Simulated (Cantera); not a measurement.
**Moist CO burnout**

A perfectly stirred reactor is fed with 2.13 % CO, 0.959 % O₂, 0.0194 % H₂O, 96.9 % N₂, at 2.90 bar; it is held at 1298 K, and followed from long to short residence time.

Cantera simulation using GRI-Mech 3.0 (53 species, 325 reactions); the numbers are that mechanism's predictions, not measurements.

```
τ (s)      x CO      x O₂     x H₂O       x O      x H    x HO₂    x CO₂
------  -------  --------  --------  --------  -------  -------  -------
4.7     0.00223   4.53e-5  0.000179   3.29e-6  9.36e-6  3.82e-8   0.0193
1.4     0.00238  0.000117  0.000177   8.97e-6  1.37e-5  9.50e-8   0.0191
0.44    0.00276  0.000298  0.000174   2.21e-5  1.83e-5  2.23e-7   0.0188
0.14    0.00370  0.000758  0.000171   4.96e-5  2.23e-5  4.90e-7   0.0178
0.042   0.00602   0.00189  0.000169  0.000101  2.51e-5  9.81e-7   0.0155
0.013    0.0103   0.00398  0.000167  0.000168  2.57e-5  1.61e-6   0.0112
0.0039   0.0159   0.00678  0.000170  0.000207  2.19e-5  2.16e-6  0.00548
0.0012   0.0201   0.00894  0.000181  0.000126  9.41e-6  2.10e-6  0.00119
```
x: mole fraction; the columns are a selection and need not sum to one.
